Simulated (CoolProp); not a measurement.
R123 at 431.58 K and 3.67 MPa flows at 0.74 m/s in a round tube of 6 mm bore and 0.25 µm roughness, fully developed (64/Re and Nu = 3.66 if laminar; Colebrook and Gnielinski if turbulent). Each further row changes one setting.

Model: reference Helmholtz-energy equation of state, Younglove 1994, in CoolProp. It is a modified Benedict-Webb-Rubin equation, recast in Helmholtz form.

| case | Reynolds number | Darcy friction factor | pressure drop (Pa/m) | heat-transfer coefficient (W/(m² K)) | mass flow (kg/h) |
|---|---|---|---|---|---|
| as stated | 42000 | 0.0219 | 1030 | 1580 | 77.5 |
| velocity 1.48 m/s | 83900 | 0.0189 | 3540 | 2840 | 155 |
| diameter 12 mm | 83900 | 0.0188 | 440 | 1410 | 310 |

Viscosity comes from a separate model (Tanaka 1996). Thermal conductivity comes from a separate model (Laesecke 1996).
